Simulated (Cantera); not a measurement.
## Aluminium nitride and oxide growth: AlCl3 + O2 + N2

Input: 1 mol AlCl3, 0.63 mol O2, 46 mol N2, equilibrated at 0.133 bar.

Method: chemical equilibrium by Gibbs-energy minimisation in Cantera with the NASA 1993 tables (ideal gas, pure condensed phases). Candidate condensed phases: Al, AlCl3, AlN, Al2O3; 24 gas species. The tables' values for AlCl2 are old estimates; treat these amounts as uncertain. Condensed phases not in the tables: AlOCl. The numbers say what is thermodynamically allowed, not how fast it happens.

From 600 K to 2200 K the condensed part is Al2O3(s). The main Al-bearing gas is AlCl3 throughout.

```json
[
 {"T (K)": "600", "log p N2": "-0.89", "log p Cl": "-8.93", "log p Cl2": "-2.45", "log p AlCl3": "-3.58", "n Al2O3(s)": "0.420"},
 {"T (K)": "800", "log p N2": "-0.89", "log p Cl": "-6.25", "log p Cl2": "-2.45", "log p AlCl3": "-3.35", "n Al2O3(s)": "0.420"},
 {"T (K)": "1000", "log p N2": "-0.89", "log p Cl": "-4.64", "log p Cl2": "-2.45", "log p AlCl3": "-3.35", "n Al2O3(s)": "0.420"},
 {"T (K)": "1200", "log p N2": "-0.89", "log p Cl": "-3.56", "log p Cl2": "-2.47", "log p AlCl3": "-3.35", "n Al2O3(s)": "0.420"},
 {"T (K)": "1400", "log p N2": "-0.89", "log p Cl": "-2.82", "log p Cl2": "-2.56", "log p AlCl3": "-3.35", "n Al2O3(s)": "0.420"},
 {"T (K)": "1600", "log p N2": "-0.90", "log p Cl": "-2.39", "log p Cl2": "-2.85", "log p AlCl3": "-3.34", "n Al2O3(s)": "0.417"},
 {"T (K)": "1800", "log p N2": "-0.90", "log p Cl": "-2.21", "log p Cl2": "-3.43", "log p AlCl3": "-3.34", "n Al2O3(s)": "0.416"},
 {"T (K)": "2000", "log p N2": "-0.90", "log p Cl": "-2.17", "log p Cl2": "-4.08", "log p AlCl3": "-3.36", "n Al2O3(s)": "0.417"},
 {"T (K)": "2200", "log p N2": "-0.90", "log p Cl": "-2.16", "log p Cl2": "-4.66", "log p AlCl3": "-3.46", "n Al2O3(s)": "0.413"}
]
```
log p: log10 of the partial pressure in bar; n: condensed amount in mol.
